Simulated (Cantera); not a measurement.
Cantera run, input and output.

```python
import numpy as np
import cantera as ct

gas = ct.Solution("gri30.yaml")
gas.TP = 300, 100000
flame = ct.CounterflowDiffusionFlame(gas, width=0.02)
flame.fuel_inlet.X, flame.fuel_inlet.T = {'CH4': 1}, 475
flame.oxidizer_inlet.X, flame.oxidizer_inlet.T = {'O2': 0.19, 'N2': 0.81}, 648
flame.set_refine_criteria(ratio=3, slope=0.12, curve=0.24, prune=0.03)
show = ['OH', 'H', 'NO', 'CO', 'C2H2']

rows = []
print(f"{'mdot':>8s}{'a_max':>10s}{'a_mean':>10s}{'Tmax/K':>9s}" + "".join(f"{s:>11s}" for s in show) + "   (peak mole fractions)")
for i, mdot in enumerate([0.25, 0.35, 0.5, 0.71, 1, 1.4, 2, 2.8, 4]):  # kg/m2/s on the oxidiser side
    flame.oxidizer_inlet.mdot, flame.fuel_inlet.mdot = mdot, 0.94 * mdot
    flame.solve(loglevel=0, auto=(i == 0))
    if flame.T.max() < max(475, 648) + 100:
        print(f"{mdot:8.3g}  no burning solution found from the previous one")
        break
    dT = np.abs(np.gradient(flame.T, flame.grid))
    rows.append([flame.strain_rate("max"), flame.strain_rate("mean"), flame.T.max(),
                 *(flame.X[gas.species_index(s)].max() for s in show), max(dT[0], dT[-1]) / dT.max()])
    print(f"{mdot:8.3g}{rows[-1][0]:10.1f}{rows[-1][1]:10.1f}{rows[-1][2]:9.1f}" + "".join(f"{x:11.3e}" for x in rows[-1][3:-1]))
```

Result:

```
    mdot     a_max    a_mean   Tmax/K         OH          H         NO         CO       C2H2   (peak mole fractions)
    0.25     210.8      52.3   2104.2  7.589e-03  4.242e-03  2.625e-04  5.056e-02  1.304e-02
    0.35     285.2      73.3   2088.9  7.522e-03  4.420e-03  2.387e-04  4.984e-02  1.207e-02
     0.5     396.0     104.7   2074.7  7.464e-03  4.619e-03  2.121e-04  4.950e-02  1.122e-02
    0.71     548.2     148.6   2058.7  7.336e-03  4.782e-03  1.822e-04  4.932e-02  1.036e-02
       1     754.4     209.3   2040.0  7.126e-03  4.883e-03  1.498e-04  4.930e-02  9.395e-03
     1.4    1034.4     293.1   2016.3  6.784e-03  4.895e-03  1.155e-04  4.948e-02  8.290e-03
       2    1449.8     418.7   1983.4  6.239e-03  4.742e-03  7.865e-05  4.988e-02  6.851e-03
     2.8    1993.1     586.1   1936.6  5.411e-03  4.285e-03  4.430e-05  5.030e-02  5.024e-03
       4  no burning solution found from the previous one
```

Model: GRI-Mech 3.0 (53 species, 325 reactions), integrated in Cantera. GRI-Mech 3.0 has no aromatics or soot, which form on the fuel side of real flames. The maximum strain rate includes the flame's own expansion and is several times the mean. A flux with no burning solution from the previous one only brackets extinction.
